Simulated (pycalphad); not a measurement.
Effect of B content in Ti-B

CALPHAD calculation (pycalphad, COST 507 light-alloy database (1999)), 1 atm. These are 1990s assessments: newer ones move some temperatures and phases. Amounts are mole fractions of atoms. Diffusion is slow at the low end, where real alloys seldom reach equilibrium.

Q: One of these alloys has its liquidus at 1643 °C, its solidus at 1541 °C, and holds HCP_A3 0.98, BM 0.02 at 477 °C. Which?
A) Ti-1.56B (at.%)
B) Ti-1.17B (at.%)
C) Ti-0.39B (at.%)
D) Ti-2.34B (at.%)

A: B, Ti-1.17B (at.%). The others: Ti-0.39B (at.%), liquidus 1659, solidus 1541; Ti-1.56B (at.%), liquidus 1635, solidus 1541; Ti-2.34B (at.%), liquidus 1619, solidus 1541

Database names, with the compositions (at.%) that they take in these runs: BM: Ti 50 B 50. HCP_A3 is hcp.
